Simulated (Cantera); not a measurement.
A perfectly stirred reactor is fed with CO : H₂ : CH₄ : O₂ : N₂ = 1 : 1 : 0.68 : 4 : 15 (molar parts), equivalence ratio 0.59, at 0.987 atm; it is adiabatic with a 598 K inlet, and is followed from long to short residence time, starting on the burning branch (τ in s: 0.41, 0.12, 0.036, 0.011, 0.0031, 0.00092, 0.00027, 8e-05, 2.4e-05).

Model: GRI-Mech 3.0 (53 species, 325 reactions), integrated in Cantera.

x: mole fraction; the columns are a selection and need not sum to one.

```tsv
τ (s)	T (K)	x CO	x H₂	x CH₄	x NO	x C₂H₂
0.41	1988	0.000472	0.000137	8.13e-7	0.000454	5.78e-12
0.12	1984	(withheld)	(withheld)	(withheld)	(withheld)	3.13e-11
0.036	1973	0.00137	0.000364	5.21e-6	0.000110	9.23e-11
0.011	1952	0.00275	0.000729	1.11e-5	6.64e-5	1.85e-10
0.0031	1907	(withheld)	(withheld)	(withheld)	(withheld)	3.44e-10
0.00092	1833	0.0105	0.00278	5.91e-5	2.32e-5	6.87e-10
0.00027	1714	0.0187	0.00461	0.000168	1.53e-5	2.03e-9
8.0e-5	1528	0.0361	0.00770	0.000775	5.55e-6	1.64e-8
2.4e-5	598	0.0461	0.0461	0.0314	<1e-12	<1e-12
```

Fill in the missing entries.


- 0.12, x CO: 0.000727
- 0.12, x H₂: 0.000200
- 0.12, x CH₄: 2.24e-6
- 0.12, x NO: 0.000200
- 0.0031, x CO: 0.00565
- 0.0031, x H₂: 0.00151
- 0.0031, x CH₄: 2.51e-5
- 0.0031, x NO: 3.74e-5
